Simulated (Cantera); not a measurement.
A closed system holds: 1 mol Ta(OEt)5, 1.5 mol CH4, held at 6800 Pa.

Method: chemical equilibrium by Gibbs-energy minimisation in Cantera with the NASA 1993 tables (ideal gas, pure condensed phases). Candidate condensed phases: C, C6H6, C7H8, C8H18, H2O, Ta, TaC, Ta2O5; 113 gas species. The feed counts by its element totals alone. TaC: taken at fixed stoichiometry. Condensed phases not in the tables: Ta2C. Rates play no part.

Question: At 2000 K, list the 5 most abundant gas species with their mole fractions, and the condensed phases.

Answer: H2 0.751, CO 0.243, H 0.00540, C2H2 (acetylene) 0.000577, CH4 1.63e-5. Condensed: C(graphite) + TaC(s).
